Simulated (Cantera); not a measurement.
A Cantera script and what it prints.

```python
import numpy as np
import cantera as ct

gas_names = """
    H HO2 H2 H2O H2O2 O OH O2 O3
""".split()
cond_names = """
    H2O(s) H2O(L)
""".split()


# ... load() reads the species with a 1 bar reference pressure and builds the phases ...
atoms = {
    'H2O': {'H': 2, 'O': 1},
    'O2': {'O': 2},
}
top_T = {}  # K; cautious upper limits of use, not melting points


# ... equilibrate(T, P, feed) seeds the gas with the atoms and calls Mixture.equilibrate('TP', solver="vcs", rtol=1e-11, max_steps=5000) ...
results = []
feed = {'H2O': 1, 'O2': 4.3}  # mol
P = 100000  # Pa
for T in [1873, 1973, 2073, 2173, 2273, 2373, 2473, 2573]:
    mix = equilibrate(T, P, feed)
    results.append((T, P, feed, dict(zip(mix.species_names, mix.species_moles))))
    x = sorted(zip(gas.X, gas.species_names), reverse=True)
    print(f"T = {T:g} K  P = {P:g} Pa  gas = {mix.phase_moles(0):.4g} mol")
    print("   x: " + "  ".join(f"{s} {v:.3e}" for v, s in x if v > 0.0001))
    print("   condensed (mol): " + ("  ".join(f"{mix.phase(i).name} {mix.phase_moles(i):.4g}"
          for i in range(1, mix.n_phases) if mix.phase_moles(i) > 1e-12) or "none"))
```

Result:

```
T = 1873 K  P = 100000 Pa  gas = 5.303 mol
   x: O2 8.102e-01  H2O 1.875e-01  OH 2.023e-03  O 2.128e-04
   condensed (mol): none
T = 1973 K  P = 100000 Pa  gas = 5.306 mol
   x: O2 8.093e-01  H2O 1.867e-01  OH 3.427e-03  O 4.879e-04
   condensed (mol): none
T = 2073 K  P = 100000 Pa  gas = 5.31 mol
   x: O2 8.079e-01  H2O 1.854e-01  OH 5.510e-03  O 1.033e-03  H2 1.014e-04
   condensed (mol): none
T = 2173 K  P = 100000 Pa  gas = 5.317 mol
   x: O2 8.056e-01  H2O 1.836e-01  OH 8.458e-03  O 2.040e-03  H2 1.967e-04
   condensed (mol): none
T = 2273 K  P = 100000 Pa  gas = 5.328 mol
   x: O2 8.022e-01  H2O 1.810e-01  OH 1.246e-02  O 3.795e-03  H2 3.586e-04  H 1.591e-04
   condensed (mol): none
T = 2373 K  P = 100000 Pa  gas = 5.345 mol
   x: O2 7.972e-01  H2O 1.774e-01  OH 1.770e-02  O 6.693e-03  H2 6.181e-04  H 3.472e-04
   condensed (mol): none
T = 2473 K  P = 100000 Pa  gas = 5.368 mol
   x: O2 7.899e-01  H2O 1.727e-01  OH 2.431e-02  O 1.126e-02  H2 1.013e-03  H 7.096e-04
   condensed (mol): none
T = 2573 K  P = 100000 Pa  gas = 5.402 mol
   x: O2 7.799e-01  H2O 1.666e-01  OH 3.234e-02  O 1.815e-02  H2 1.582e-03  H 1.366e-03
   condensed (mol): none
```

Equilibrium computed with Cantera from the NASA thermochemical tables; the gas is ideal and each condensed phase is pure.
